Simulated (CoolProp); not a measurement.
Values from CoolProp's reference Helmholtz-energy equation of state, Lemmon 2003. It is a pseudo-pure fit of the blend.

Problem. For R507A, give the phase and the Z, cp (kJ/(kg K)), cv (kJ/(kg K)), speed of sound (m/s) at 63.55 °C and 0.612 MPa.

Solution. 
- 63.55 °C and 0.612 MPa: gas; Z 0.933, cp 0.981, cv 0.863, speed of sound 167
